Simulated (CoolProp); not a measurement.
Model: reference Helmholtz-energy equation of state, Lemmon 2006, in CoolProp. It is a short technical equation, of lower accuracy than the large ones.

Problem. For isopentane, give the phase and the speed of sound (m/s) at 500 K and 0.13 MPa.

Solution. 
- 500 K and 0.13 MPa: gas; speed of sound 243
